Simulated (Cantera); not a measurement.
Input: 1 mol AlN, 0.15 mol HCl, 1.3 mol O2, at 1548.15 K and 100 Torr.

Cantera equilibrium calculation (NASA polynomials, part measured and part estimated; ideal gas, pure solids and liquids). Candidate condensed phases: Al, AlCl3, AlN, Al2O3, H2O, NH4Cl; 45 gas species. The numbers say what is thermodynamically allowed, not how fast it happens.

Base state: O2 0.450, N2 0.415, HCl 0.0991, Cl 0.0156, H2O 0.0128, Cl2 0.00504, NO 0.00163, ClO 8.83e-5 (mole fractions); condensed: Al2O3(s).

What changes in the equilibrium state with this change: temperature from 1548.15 K to 1375 K?


| species | before | after |
|---|---|---|
| O2 | 0.450 | 0.453 |
| N2 | 0.415 | 0.418 |
| HCl | 0.0991 | 0.100 |
| Cl | 0.0156 | 0.00622 |
| Cl2 | 0.00504 | 0.00946 |
| H2O | 0.0128 | 0.0126 |
| O | 1.40e-5 | 1.17e-6 |
| OH | 8.42e-5 | 1.70e-5 |
| Al2O3(s), mol | 0.500 | 0.500 |
